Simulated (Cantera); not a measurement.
Feed: 1 mol SiH2Cl2, 21 mol N2, at 1073.15 K and 570 Pa.

These are equilibrium values from Cantera (NASA tables, ideal gas, pure condensed phases), not measurements of a reactor. Candidate condensed phases: NH4Cl, Si, Si3N4; 28 gas species. N2 is the only nitrogen source here; it is nearly inert below about 1500 K, so the nitride shown seldom forms there in practice. The tables' values for SiCl3 are old estimates; treat these amounts as uncertain. Kinetics and transport are ignored.

Q: What is the equilibrium state?

A: x(N2): 0.916
x(HCl): 0.0660
x(H2): 0.0119
x(SiCl4): 0.00587
x(SiCl3): 6.56e-5
x(SiHCl3): 1.29e-5
x(SiCl2): 1.17e-5
n(Si3N4(s)): 0.289 mol
gas amount: 22.29 mol
log10 activity of Si(s) (absent): -4.78
